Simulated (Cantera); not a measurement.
Input: 1 mol Ti(OiPr)4, 0.11 mol C3H8, 1.3 mol H2, held at 1.33 mbar.

These are equilibrium values from Cantera (NASA tables, ideal gas, pure condensed phases), not measurements of a reactor. Candidate condensed phases: C, C6H6, C7H8, C8H18, H2O, Ti, TiC, TiO, TiO2, Ti2O3, Ti3O5, Ti4O7; 113 gas species. The feed counts by its element totals alone. TiC: taken at fixed stoichiometry. Equilibrium is a limit: real reactors are often held back by kinetics, nucleation or transport. All values below are at 1727 °C.

Base state: H2 0.762, CO 0.199, H 0.0389, C2H2 (acetylene) 0.000585 (mole fractions); condensed: C(graphite) + TiC(s).

What changes in the equilibrium state with this change: pressure from 1.33 mbar to 0.133 bar?


```
species             before     after
----------------  --------  --------
H2                   0.762     0.793
CO                   0.199     0.202
H                   0.0389   0.00397
CH4                3.28e-7   3.56e-5
C2H2 (acetylene)  0.000585  0.000609
C(graphite), mol      7.31      7.31
TiC(s), mol          1.000      1.00
```
